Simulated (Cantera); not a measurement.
Input: 1 mol Pb, 0.18 mol O2, 26 mol H2, 7.4 mol H2O, at 0.133 bar.

Equilibrium computed with Cantera from the NASA thermochemical tables; the gas is ideal and each condensed phase is pure. Candidate condensed phases: H2O, Pb, PbO, PbO2, Pb3O4; 12 gas species. The numbers say what is thermodynamically allowed, not how fast it happens. All values below are at 1025 K.

Base state: H2 0.768, H2O 0.232, Pb 0.000209 (mole fractions); condensed: Pb(l).

Q: What changes in the equilibrium state with this change: pressure from 0.133 bar to 0.00133 bar?

A: 
```csv
species,before,after
H2,0.768,0.752
H2O,0.232,0.227
Pb,0.000209,0.0209
"Pb(l), mol",0.993,0.288
```
